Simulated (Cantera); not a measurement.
# Equilibrium for aluminium and copper etching: Al + I2

Feed: 1 mol Al, 0.4 mol I2, equilibrated at 10.0 Pa.

Equilibrium computed with Cantera from the NASA thermochemical tables; the gas is ideal and each condensed phase is pure. Candidate condensed phases: Al, AlI3, I2; 7 gas species. The numbers say what is thermodynamically allowed, not how fast it happens.

```tsv
T (°C)	log p AlI	log p AlI3	log p Al2I6	log p I	log p Al	log p I2	n Al(s)	n Al(l)
402	-6.22	-4.00	-7.63	-11.11	<-16	-15.86	0.732	0
452	-5.53	-4.01	-8.16	-10.19	<-16	-14.84	0.728	0
502	-4.94	-4.05	-8.69	-9.41	-15.19	-13.97	0.711	0
552	-4.46	-4.18	-9.33	-8.74	-13.86	-13.27	0.654	0
602	-4.13	-4.58	-10.46	-8.25	-12.68	-12.84	0.477	0
652	-4.02	-5.46	-12.52	-7.98	-11.63	-12.80	0.252	0
702	-4.00	-6.46	-14.80	-7.81	-10.72	-12.90	0	0.206
```
log p: log10 of the partial pressure in bar; n: condensed amount in mol.

From 402 °C to 652 °C the condensed part is Al(s). At 702 °C the condensed part is Al(l). The main Al-bearing gas is AlI3 at 402 °C and AlI at 702 °C. The share of Al in condensed phases is highest at 402 °C (73.2 %) and lowest at 702 °C (20.6 %).
